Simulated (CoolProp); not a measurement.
n-perfluorobutane along the isotherm 405.8 K: Z from the reference equation and from simpler models built on Tc = 386.3 K, pc = 2.322 MPa, ω = 0.372; each cubic takes its own stable root.

Computed with CoolProp (reference Helmholtz-energy equation of state, Gao 2022).

```
p (MPa)          phase  reference
-------  -------------  ---------
0.011              gas     0.9987
0.0172             gas     0.9980
0.0267             gas     0.9969
0.0416             gas     0.9951
0.0648             gas     0.9924
0.101              gas     0.9882
0.157              gas     0.9815
0.244              gas     0.9710
0.381              gas     0.9540
0.593              gas     0.9268
0.923              gas     0.8816
1.44               gas     0.8021
2.24               gas     0.6479
3.48     supercritical     0.3412
```

Task: How far does each simpler model (van der Waals, Peng-Robinson) lie from the reference over these 14 states: mean and median of the absolute difference, and the worst?

Result: 
- van der Waals: mean 0.9 %, median 0.1 %, worst +10.6 % at 405.8 K and 3.48 MPa
- Peng-Robinson: mean 1.3 %, median 0.4 %, worst +6.9 % at 405.8 K and 3.48 MPa
